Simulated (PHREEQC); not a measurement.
# Buffer (model solution)

Consider water at 85 °C with 6.1 mmol/kgw NaHSO4, 0.061 mmol/kgw NaF and 0.072 mmol/kgw KCl. Closed to the air; pH follows from the charge balance.

Equilibrium calculation in PHREEQC: ion-association model, phreeqc.dat.

Each row changes one thing in this solution. This is a speciation only: nothing precipitates in the calculation.

| case | pH | ionic strength (mol/kgw) | SO4-2 (mol/kgw) | HSO4- (mol/kgw) | NaSO4- (mol/kgw) | HF (mol/kgw) | SI of Halite (NaCl) | SI of Sylvite (KCl) |
|---|---|---|---|---|---|---|---|---|
| as made | 2.54 | 0.0125 | 0.00316 | 0.00286 | 7.98e-5 | 5.64e-5 | -8.08 | -9.56 |
| temperature from 85 to 10 °C | 2.35 | 0.0160 | 0.00492 | 0.00110 | 8.35e-5 | 4.99e-5 | -8.02 | -9.22 |
| temperature from 85 to 65 °C | 2.47 | 0.0136 | 0.00373 | 0.00228 | 8.61e-5 | 5.52e-5 | -8.07 | -9.49 |
| diluted 100-fold with water | 4.23 | 0.000181 | 5.95e-5 | 1.51e-6 | 2.35e-8 | 1.35e-7 | -11.98 | -13.45 |
| NaF from 6.1e-05 to 1.22e-05 mol/kgw | 2.54 | 0.0125 | 0.00315 | 0.00287 | 7.89e-5 | 1.13e-5 | -8.08 | -9.56 |
| NaF from 6.1e-05 to 0.000122 mol/kgw | 2.55 | 0.0125 | 0.00318 | 0.00284 | 8.10e-5 | 0.000113 | -8.08 | -9.56 |
| diluted 10-fold with water | 3.31 | 0.00164 | 0.000510 | 9.78e-5 | 1.76e-6 | 4.24e-6 | -10.01 | -11.48 |
| diluted 5-fold with water | 3.07 | 0.00307 | 0.000918 | 0.000296 | 5.90e-6 | 9.74e-6 | -9.42 | -10.90 |

At this temperature some constants are extrapolated from 25 °C, and those without enthalpy data are left unchanged.
